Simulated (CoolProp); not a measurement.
Vapour-liquid equilibrium of toluene (1) + n-nonane (2) at 499 kPa; x and y are mole fractions of (1).

The numbers come from the multi-fluid Helmholtz-energy mixture model, Lemmon 2006 and Lemmon 2006; pair parameters Bell 2016 in CoolProp.

```csv
x,bubble temperature (°C),y at the bubble point,dew temperature at overall composition x (°C),liquid density (mol/L)
0.05,219.5,0.101,221.4,4.283
0.15,212.5,0.277,217.6,(withheld)
0.25,206.3,0.422,213.7,4.797
0.35,200.9,0.540,(withheld),5.078
0.45,196.1,(withheld),205.1,5.379
0.55,192.0,0.719,200.4,5.704
0.65,188.3,0.791,195.5,(withheld)
0.75,185.1,0.854,190.4,6.451
0.85,182.1,0.914,185.3,6.887
0.95,179.4,0.971,(withheld),7.375
```

### Question
Fill in the missing entries.

### Answer

- 0.15, liquid density (mol/L): 4.533
- 0.35, dew temperature at overall composition x (°C): 209.5
- 0.45, y at the bubble point: 0.637
- 0.65, liquid density (mol/L): 6.059
- 0.95, dew temperature at overall composition x (°C): 180.4

No azeotrope shows between x = 0.05 and 0.95.

Pair parameters are fitted to limited data, so mixtures are less certain than the pure fluids.
